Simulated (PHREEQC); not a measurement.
# Acid rinse or clean

Make-up at 75 °C: 190 mmol/kgw HCl and 0.43 mmol/kgw MnSO4. Closed to the air; pH follows from the charge balance.

Equilibrium calculation in PHREEQC: ion-association model, phreeqc.dat.

Each row changes one thing in this solution. This is a speciation only: nothing precipitates in the calculation.

| case | pH | ionic strength (mol/kgw) | HSO4- (mol/kgw) | Mn+2 (mol/kgw) | SO4-2 (mol/kgw) | MnSO4 (mol/kgw) |
|---|---|---|---|---|---|---|
| as made | 0.83 | 0.191 | 0.000408 | 0.000349 | 2.17e-5 | 2.32e-7 |
| MnSO4 from 0.00043 to 0.00086 mol/kgw | 0.83 | 0.192 | 0.000816 | 0.000697 | 4.35e-5 | 9.28e-7 |
| diluted 100-fold with water | 2.74 | 0.00191 | 1.49e-6 | 4.27e-6 | 2.80e-6 | 3.16e-9 |
| temperature from 75 to 90 °C | 0.83 | 0.191 | 0.000415 | 0.000351 | 1.49e-5 | 1.81e-7 |
| HCl from 0.19 to 0.095 mol/kgw | 1.11 | 0.0958 | 0.000396 | 0.000375 | 3.31e-5 | 6.25e-7 |
| HCl left out | 6.18 | 0.00155 | 7.62e-8 | 0.000388 | 0.000389 | 4.14e-5 |
| MnSO4 from 0.00043 to 0.000215 mol/kgw | 0.83 | 0.190 | 0.000204 | 0.000174 | 1.08e-5 | 5.80e-8 |

At this temperature some constants are extrapolated from 25 °C, and those without enthalpy data are left unchanged.
